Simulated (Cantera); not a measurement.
An isothermal, constant-pressure homogeneous reactor starts with NH3 : N2 : H2 = 1 : 0.11 : 0.038 (molar parts), at 2275 K and 1.30 bar.

Model: the gas-phase N/H chemistry of the illustrative SiF4/NH3 mechanism in the Surface Chemkin manual (1991), integrated in Cantera. Walls and surfaces, which speed up NH3 decomposition in real reactors, are not modelled.

x: mole fraction; the columns are a selection and need not sum to one.

```csv
t (s),x NH3,x H,x NH,x N2H4,x N2H2
0.000300,0.713,0.000245,7.16e-5,1.02e-6,1.79e-5
0.000601,0.592,0.000398,7.34e-5,7.26e-7,1.33e-5
0.00120,0.422,0.000654,7.03e-5,4.31e-7,8.21e-6
0.00241,0.235,0.00107,___,1.88e-7,3.89e-6
0.00482,0.0858,0.00178,___,4.70e-8,1.20e-6
0.00966,0.0141,0.00341,___,3.97e-9,1.59e-7
0.0193,0.000955,0.00608,___,5.65e-11,3.61e-9
0.0387,0.000218,0.00631,___,3.16e-12,2.11e-10
0.0776,8.42e-5,0.00632,___,<1e-12,3.47e-11
0.155,3.80e-5,0.00632,___,<1e-12,9.80e-12
0.311,1.85e-5,0.00632,___,<1e-12,4.96e-12
0.623,9.89e-6,0.00632,___,<1e-12,3.89e-12
1.25,6.49e-6,0.00632,___,<1e-12,3.64e-12
2.50,5.65e-6,0.00632,3.18e-8,<1e-12,3.60e-12
5.00,5.59e-6,0.00632,3.15e-8,<1e-12,3.59e-12
```

Q: Fill in the missing entries.

A: 
- 0.00241, x NH: 6.04e-5
- 0.00482, x NH: 4.39e-5
- 0.00966, x NH: 2.33e-5
- 0.0193, x NH: 4.98e-6
- 0.0387, x NH: 1.22e-6
- 0.0776, x NH: 4.75e-7
- 0.155, x NH: 2.14e-7
- 0.311, x NH: 1.04e-7
- 0.623, x NH: 5.58e-8
- 1.25, x NH: 3.66e-8
